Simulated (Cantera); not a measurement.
A closed system holds: 1 mol CH2F2, 0.11 mol HCl, held at 2273 K and 3000 Pa.

Method: chemical equilibrium by Gibbs-energy minimisation in Cantera with the NASA 1993 tables (ideal gas, pure condensed phases). Candidate condensed phases: C, C6H6, C7H8, C8H18; 118 gas species. Rates play no part.

Task: What is the equilibrium state?

Result: 
```
Property                 Value
-------------------  ---------
x(HF)                    0.938
x(HCl)                  0.0358
x(Cl)                   0.0158
x(H2)                  0.00629
x(H)                   0.00385
x(F)                  0.000626
x(C2H2 (acetylene))    2.37e-5
x(CF)                  9.43e-6
x(CF2)                 7.62e-6
n(C(graphite))       1.000 mol
gas amount           2.132 mol
```
